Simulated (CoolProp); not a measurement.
Vapour-liquid equilibrium of R114 (1) + benzene (2) at 31.75 °C; x and y are mole fractions of (1).

Values from CoolProp's multi-fluid Helmholtz-energy mixture model, Platzer 1990 and Thol 2012; pair parameters Bell 2016. This equation is an older, rougher fit; its heat capacities, sound speeds and derivatives of the liquid may be far off and weren't checked against measurements.

Task: Give the bubble pressure and the first vapour's composition at x = 0.05, 0.15, 0.45. Is there an azeotrope?

Result: x = 0.05: 0.05520 MPa, y = 0.698; x = 0.15: 0.1073 MPa, y = 0.854; x = 0.45: 0.1763 MPa, y = 0.925. No azeotrope shows between x = 0.05 and 0.95.

The pair parameters rest on a limited set of measurements; away from them the model extrapolates. With so large a gap from Raoult's law the liquid may split in two, which this calculation doesn't test in full.
